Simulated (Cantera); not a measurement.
Premixed flame

A freely propagating, adiabatic, planar premixed flame of 20.4 % CO, 3.88 % H₂, 2.66 % CH₄, 14.6 % O₂, 54.8 % N₂, 3.68 % CO₂, unburnt at 350 K and 53000 Pa; mixture-averaged transport, grid criteria slope 0.08 and curve 0.16, no radiation.

Detailed kinetics in Cantera: GRI-Mech 3.0 (53 species, 325 reactions). Burning velocities carry a grid error of a few per cent, more on coarse grids.

```
z (mm)  T (K)  u (m/s)    x CO     x H₂     x CH₄     x HO₂     x CH₃   x C₂H₄
------  -----  -------  ------  -------  --------  --------  --------  -------
-2.41     350    0.967   0.204   0.0388    0.0266     <1e-8     <1e-8    <1e-8
-1.61     350    0.967   0.204   0.0387    0.0266   1.15e-8     <1e-8    <1e-8
-1.21     350    0.966   0.204   0.0385    0.0266   8.37e-8     <1e-8    <1e-8
-0.805    351    0.969   0.205   0.0377    0.0266   2.24e-6     <1e-8    <1e-8
-0.402    449     1.24   0.203   0.0333    0.0258  0.000239   3.81e-6  3.13e-7
-0.201    816     2.24   0.194   0.0280    0.0199  0.000101   5.83e-5  4.28e-6
0        1270     3.46   0.179   0.0206   0.00550   4.91e-5  0.000256  6.66e-6
0.201    1487     4.01   0.152   0.0125  0.000243   1.41e-5   2.39e-5  1.25e-7
0.402    1582     4.22   0.129   0.0102   4.59e-6   8.31e-6   6.19e-7    <1e-8
0.805    1691     4.46   0.108   0.0106     <1e-8   5.36e-6     <1e-8    <1e-8
1.61     1804     4.71   0.100   0.0104     <1e-8   3.80e-6     <1e-8    <1e-8
3.22     1920     4.98  0.0957  0.00930     <1e-8   2.62e-6     <1e-8    <1e-8
6.44     2031     5.22  0.0892  0.00801     <1e-8   1.66e-6     <1e-8    <1e-8
```
x: mole fraction of selected species; z is measured from the peak of heat release.

```json
{
 "laminar_burning_velocity": "96.7 cm/s",
 "thermal_thickness": "0.805 mm",
 "peak x(HO₂)": "0.000249",
 "peak x(CH₃)": "0.000272",
 "peak x(C₂H₄)": "8.88e-6",
 "grid_points": "155"
}
```
